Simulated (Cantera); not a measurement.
A Cantera script and what it prints.

```python
import numpy as np
import cantera as ct

gas_names = """
    CL CL2 H HCL H2 Si SiCL SiCL2 SiCL3 SiCL4 SiH SiHCL3 SiH2 SiH2CL2 SiH3 SiH3CL SiH4 Si2 Si3
""".split()
cond_names = """
    Si(cr) Si(L)
""".split()


# ... load() reads the species with a 1 bar reference pressure and builds the phases ...
atoms = {
    'SiCl4': {'Si': 1, 'CL': 4},
    'Cl2': {'CL': 2},
    'H2': {'H': 2},
}
top_T = {}  # K; cautious upper limits of use, not melting points


# ... equilibrate(T, P, feed) seeds the gas with the atoms and calls Mixture.equilibrate('TP', solver="vcs", rtol=1e-11, max_steps=5000) ...
results = []
feed = {'SiCl4': 1, 'Cl2': 0.0038, 'H2': 72}  # mol
for P in [100, 260, 670, 1700, 4500, 12000, 30000, 77000, 200000]:
    for T in [948, 973, 998, 1023, 1048, 1073, 1098, 1123, 1148, 1173, 1198, 1223]:
        mix = equilibrate(T, P, feed)
        results.append((T, P, feed, dict(zip(mix.species_names, mix.species_moles))))

for T, P, feed, n in results:
    print(f"{T:7g} {P:10.4g}  " + (" + ".join(c for c in cond_names if n.get(c, 0) > 1e-12) or "gas only"))
```

It prints:

```
    948        100  Si(cr)
    973        100  Si(cr)
    998        100  Si(cr)
   1023        100  Si(cr)
   1048        100  Si(cr)
   1073        100  Si(cr)
   1098        100  Si(cr)
   1123        100  Si(cr)
   1148        100  Si(cr)
   1173        100  Si(cr)
   1198        100  Si(cr)
   1223        100  Si(cr)
    948        260  Si(cr)
    973        260  Si(cr)
    998        260  Si(cr)
   1023        260  Si(cr)
   1048        260  Si(cr)
   1073        260  Si(cr)
   1098        260  Si(cr)
   1123        260  Si(cr)
   1148        260  Si(cr)
   1173        260  Si(cr)
   1198        260  Si(cr)
   1223        260  Si(cr)
    948        670  Si(cr)
    973        670  Si(cr)
    998        670  Si(cr)
   1023        670  Si(cr)
   1048        670  Si(cr)
   1073        670  Si(cr)
   1098        670  Si(cr)
   1123        670  Si(cr)
   1148        670  Si(cr)
   1173        670  Si(cr)
   1198        670  Si(cr)
   1223        670  Si(cr)
    948       1700  Si(cr)
    973       1700  Si(cr)
    998       1700  Si(cr)
   1023       1700  Si(cr)
   1048       1700  Si(cr)
   1073       1700  Si(cr)
   1098       1700  Si(cr)
   1123       1700  Si(cr)
   1148       1700  Si(cr)
   1173       1700  Si(cr)
   1198       1700  Si(cr)
   1223       1700  Si(cr)
    948       4500  Si(cr)
    973       4500  Si(cr)
    998       4500  Si(cr)
   1023       4500  Si(cr)
   1048       4500  Si(cr)
   1073       4500  Si(cr)
   1098       4500  Si(cr)
   1123       4500  Si(cr)
   1148       4500  Si(cr)
   1173       4500  Si(cr)
   1198       4500  Si(cr)
   1223       4500  Si(cr)
    948    1.2e+04  Si(cr)
    973    1.2e+04  Si(cr)
    998    1.2e+04  Si(cr)
   1023    1.2e+04  Si(cr)
   1048    1.2e+04  Si(cr)
   1073    1.2e+04  Si(cr)
   1098    1.2e+04  Si(cr)
   1123    1.2e+04  Si(cr)
   1148    1.2e+04  Si(cr)
   1173    1.2e+04  Si(cr)
   1198    1.2e+04  Si(cr)
   1223    1.2e+04  Si(cr)
    948      3e+04  gas only
    973      3e+04  gas only
    998      3e+04  Si(cr)
   1023      3e+04  Si(cr)
   1048      3e+04  Si(cr)
   1073      3e+04  Si(cr)
   1098      3e+04  Si(cr)
   1123      3e+04  Si(cr)
   1148      3e+04  Si(cr)
   1173      3e+04  Si(cr)
   1198      3e+04  Si(cr)
   1223      3e+04  Si(cr)
    948    7.7e+04  gas only
    973    7.7e+04  gas only
    998    7.7e+04  gas only
   1023    7.7e+04  gas only
   1048    7.7e+04  Si(cr)
   1073    7.7e+04  Si(cr)
   1098    7.7e+04  Si(cr)
   1123    7.7e+04  Si(cr)
   1148    7.7e+04  Si(cr)
   1173    7.7e+04  Si(cr)
   1198    7.7e+04  Si(cr)
   1223    7.7e+04  Si(cr)
    948      2e+05  gas only
    973      2e+05  gas only
    998      2e+05  gas only
   1023      2e+05  gas only
   1048      2e+05  gas only
   1073      2e+05  gas only
   1098      2e+05  gas only
   1123      2e+05  Si(cr)
   1148      2e+05  Si(cr)
   1173      2e+05  Si(cr)
   1198      2e+05  Si(cr)
   1223      2e+05  Si(cr)
```

Method: chemical equilibrium by Gibbs-energy minimisation in Cantera with the NASA 1993 tables (ideal gas, pure condensed phases). The tables' values for SiCl3 are old estimates.
